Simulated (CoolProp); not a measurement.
The numbers come from the reference Helmholtz-energy equation of state, Lemmon 2006 in CoolProp. It is a short technical equation, of lower accuracy than the large ones.

Q: For CH3F (R41), give the phase and the density (kg/m³), cp (kJ/(kg K)), Joule-Thomson coefficient (K/MPa) at 252.9 K and 30.1 MPa; 264.6 K and 30.1 MPa.

A: 
- 252.9 K and 30.1 MPa: liquid; density 811, cp 2.02, Joule-Thomson coefficient -0.245
- 264.6 K and 30.1 MPa: liquid; density 788, cp 2.05, Joule-Thomson coefficient -0.210
